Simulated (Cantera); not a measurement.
Mixture: CH₄ : C₂H₆ : C₃H₈ : O₂ : N₂ = 1 : 0.25 : 1.1 : 9.52 : 61.9 (molar parts), at 0.316 atm, adiabatic and at constant pressure. Ignition delay is the time to a rise of 400 K.

Computed with Cantera and GRI-Mech 3.0 (53 species, 325 reactions). GRI-Mech 3.0 was tuned for natural gas; its chemistry of propane as a main component is partial and can be far from experiment.

Problem. Predict: delay at 1125 K; delay at 1325 K; delay at 1525 K; delay at 1725 K; apparent activation energy between 1625 and 1825 K.

Solution. 
```json
{
 "delay at 1125 K": "46.7 ms",
 "delay at 1325 K": "1.54 ms",
 "delay at 1525 K": "0.212 ms",
 "delay at 1725 K": "70.6 µs",
 "apparent activation energy between 1625 and 1825 K": "100 kJ/mol"
}
```
